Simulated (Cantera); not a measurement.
Mixture: CH4 : O2 : N2 = 1 : 2.33 : 8.74 (molar parts), equivalence ratio 0.86, at 6.70 bar, adiabatic and at constant pressure. Ignition delay is the time to a rise of 400 K.

Detailed kinetics in Cantera: GRI-Mech 3.0 (53 species, 325 reactions).

**Question.** What does this change do: constant volume in place of constant pressure?

**Answer.** 
```csv
quantity,before,after
delay at 1125 K,18.2 ms,17.6 ms
delay at 1275 K,2.72 ms,2.58 ms
delay at 1425 K,0.522 ms,0.490 ms
delay at 1575 K,0.124 ms,0.116 ms
apparent activation energy between 1500 and 1650 K,180 kJ/mol,180 kJ/mol
```
